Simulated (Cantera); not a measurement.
An isothermal, constant-pressure homogeneous reactor starts with CH₄ : H₂ = 1 : 70 (molar parts), at 1800 K and 0.0267 bar.

Computed with Cantera and GRI-Mech 3.0 (53 species, 325 reactions). GRI-Mech 3.0 stops at C3 and has no aromatics, soot or wall deposition, so with more carbon than oxygen in the feed, carbon stays in small species such as C2H2 where larger ones or solid carbon would form. Radical loss at walls, strong at low pressure, is not modelled.

x: mole fraction; the columns are a selection and need not sum to one.

```csv
t (s),x CH₄,x H₂,x H,x CH₂,x C₂H₂
0.000800,0.0141,0.986,3.95e-5,5.10e-10,9.43e-11
0.00180,0.0141,0.986,8.91e-5,2.58e-9,2.65e-9
0.00404,0.0140,0.986,0.000200,1.29e-8,8.03e-8
0.00909,0.0139,0.985,0.000445,6.25e-8,2.33e-6
0.0204,0.0137,0.985,0.000941,2.67e-7,4.37e-5
0.0460,0.0128,0.985,0.00161,7.06e-7,0.000385
0.103,0.0106,0.986,0.00191,8.25e-7,0.00148
0.232,0.00740,0.987,0.00199,6.37e-7,0.00313
0.522,0.00428,0.989,0.00207,4.07e-7,0.00473
1.17,0.00213,0.990,0.00213,2.19e-7,0.00584
2.64,(withheld),0.990,0.00217,(withheld),0.00643
5.94,0.000446,0.991,0.00219,4.92e-8,0.00670
13.3,(withheld),0.991,0.00220,(withheld),0.00682
30.0,0.000139,0.991,0.00220,1.56e-8,0.00686
```

Problem. Complete the blanks.

Solution. 
- 2.64, x CH₄: 0.000981
- 2.64, x CH₂: 1.06e-7
- 13.3, x CH₄: 0.000219
- 13.3, x CH₂: 2.43e-8
